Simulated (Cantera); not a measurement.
A closed system holds: 1 mol SiO2, 3.1 mol CO, held at 17.0 Pa.

Cantera equilibrium calculation (NASA polynomials, part measured and part estimated; ideal gas, pure solids and liquids). Candidate condensed phases: C, Si, SiC, SiO2; 20 gas species. The tables hold silica as quartz up to 1696 K and as liquid above; real silica turns to tridymite and cristobalite and melts near 1996 K. Equilibrium is a limit: real reactors are often held back by kinetics, nucleation or transport.

Task: Which condensed phases are stable at each of these points (T (K)): 1523, 1623, 1723, 1823, 1923, 2023, 2123, 2223, 2323, 2423?

Result: 
```
T (K)  condensed phases  Si condensed (%)
-----  ----------------  ----------------
1523     SiO2(β-quartz)              99.2
1623     SiO2(β-quartz)              97.1
1723    SiO2(condensed)              91.4
1823    SiO2(condensed)              77.8
1923    SiO2(condensed)              48.4
2023           gas only               0.0
2123           gas only               0.0
2223           gas only               0.0
2323           gas only               0.0
2423           gas only               0.0
```

From 1523 K to 1623 K the condensed part is SiO2(β-quartz). From 1723 K to 1923 K the condensed part is SiO2(condensed). From 2023 K to 2423 K nothing is condensed.
